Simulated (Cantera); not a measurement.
Input: 1 mol CCl4, 0.12 mol CH4, 1.5 mol H2, at 1398.15 K and 48.0 Pa.

These are equilibrium values from Cantera (NASA tables, ideal gas, pure condensed phases), not measurements of a reactor. The numbers say what is thermodynamically allowed, not how fast it happens.

```
species            before     after
----------------  -------  --------
HCl                 0.877     0.869
Cl                  0.115     0.130
H2                1.85e-6  0.000454
Cl2               0.00807  0.000387
H                 2.94e-7   8.67e-5
C(graphite), mol     1.12      1.12
```
Gas species are given as mole fractions.

Problem. What was changed between the two runs?
(A) temperature from 1398.15 K to 1648.15 K
(B) temperature from 1398.15 K to 1350 K
(C) temperature from 1398.15 K to 1148.15 K
(D) temperature from 1398.15 K to 2900 K

Solution. A, temperature from 1398.15 K to 1648.15 K
